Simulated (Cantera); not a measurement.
An isothermal, constant-pressure homogeneous reactor starts with CH₄ : H₂ : CO₂ = 0.0067 : 1 : 0.025 (molar parts), at 2873 K and 3900 Pa.

Detailed kinetics in Cantera: GRI-Mech 3.0 (53 species, 325 reactions). Radical loss at walls, strong at low pressure, is not modelled.

x: mole fraction; the columns are a selection and need not sum to one.

```csv
t (s),x CH₄,x H₂,x CO₂,x OH,x O₂,x HCO
4.00e-6,0.00630,0.969,0.0242,1.06e-6,1.83e-12,4.14e-10
1.20e-5,0.00615,0.968,0.0241,3.74e-6,2.12e-11,2.44e-9
3.62e-5,0.00579,0.963,0.0235,?,2.58e-10,?
0.000109,0.00491,0.949,0.0188,5.05e-5,2.40e-9,2.76e-7
0.000328,0.00293,0.914,0.00341,0.000251,4.76e-8,8.94e-7
0.000988,0.000591,0.887,8.29e-5,0.000453,1.86e-7,6.41e-7
0.00297,0.000101,0.863,7.87e-5,0.000558,2.97e-7,3.17e-7
0.00894,6.08e-8,0.813,7.41e-5,0.000801,6.55e-7,1.03e-7
0.0269,9.62e-12,?,7.06e-5,?,?,?
0.0810,<1e-12,0.591,6.56e-5,0.00210,6.22e-6,3.73e-8
0.244,<1e-12,0.561,6.40e-5,0.00227,7.62e-6,3.31e-8
0.734,<1e-12,0.561,6.40e-5,0.00227,7.63e-6,3.31e-8
2.21,<1e-12,0.561,6.40e-5,0.00227,7.63e-6,3.31e-8
6.65,<1e-12,0.561,6.40e-5,0.00227,7.63e-6,3.31e-8
20.0,<1e-12,0.561,6.40e-5,0.00227,7.63e-6,3.31e-8
```

Complete the blanks.


- 3.62e-5, x OH: 1.24e-5
- 3.62e-5, x HCO: 3.48e-8
- 0.0269, x H₂: 0.708
- 0.0269, x OH: 0.00143
- 0.0269, x O₂: 2.39e-6
- 0.0269, x HCO: 6.09e-8
